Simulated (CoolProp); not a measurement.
Properties of n-hexane along the isotherm 366.5 K.

Computed with CoolProp (reference Helmholtz-energy equation of state, Thol 2019).

```
p (kPa)   phase  density (kg/m³)  speed of sound (m/s)  conductivity (mW/(m K))
-------  ------  ---------------  --------------------  -----------------------
4.81        gas           0.1363                 192.5                     20.1
8.12        gas           0.2303                 192.3                     20.1
13.7        gas           0.3893                 192.0                     20.1
23.1        gas           0.6587                 191.4                     20.1
39          gas            1.119                 190.4                     20.1
65.9        gas            1.910                 188.7                     20.0
111         gas            3.274                 185.7                     20.0
188         gas            5.730                 180.2                     19.9
317      liquid            588.3                 777.1                      102
534      liquid            588.8                 780.0                      102
902      liquid            589.6                 784.9                      102
1520     liquid            590.8                 792.9                      102
```

Thermal conductivity comes from a separate model (Assael 2013).
